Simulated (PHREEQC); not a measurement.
Make-up at 40 °C: 6.1e-05 mol Ca(HCO3)2 and 0.025 mol Na2SeO3 per kg of water. Closed to the air; pH follows from the charge balance.

Equilibrium calculation in PHREEQC: ion-association model, wateq4f.dat.

This is a speciation only: nothing precipitates in the calculation.

**Question.** What pH does the model give?

**Answer.** pH 9.96.

**Question.** In which forms is C present?

**Answer.** CO3-2 36 %, HCO3- 34 %, NaCO3- 28 %, CaCO3 0.9 %, NaHCO3 0.6 % of the C.

Away from 25 °C the constants follow the database's enthalpies or fits; those with neither stay at their 25 °C values.
